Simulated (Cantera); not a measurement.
Predominance diagram of Mg at 725 K against the partial pressures of O2 and F2 (log10, bar). Source: NASA polynomial tables (part measured, part estimated), evaluated in Cantera. Candidates: Mg(s), MgF2(s), MgO(s). Only these pure phases compete in this equilibrium. Not in the tables: oxide halides.

```
log p(F2) \ log p(O2)
        columns: -48, -44.7, -41.5, -38.2, -34.9, -31.7, -28.4, -25.1, -21.9, -18.6, -15.3, -12.1, -8.8, -5.5, -2.3, 1
      0  A A A A A A A A A A A A A A A A
   -3.1  A A A A A A A A A A A A A A A A
   -6.1  A A A A A A A A A A A A A A A A
   -9.2  A A A A A A A A A A A A A A A A
  -12.3  A A A A A A A A A A A A A A A A
  -15.4  A A A A A A A A A A A A A A A A
  -18.4  A A A A A A A A A A A A A A A A
  -21.5  A A A A A A A A A A A A A A A A
  -24.6  A A A A A A A A A A A A A A A A
  -27.6  A A A A A A A A A A A A A A A A
  -30.7  A A A A A A A A A A A A A A A A
  -33.8  A A A A A A A A A A A A A A A B
  -36.9  A A A A A A A A A A A A A A B B
  -39.9  A A A A A A A A A A A A B B B B
    -43  A A A A A A A A A A B B B B B B
```

A: MgF2(s); B: MgO(s).
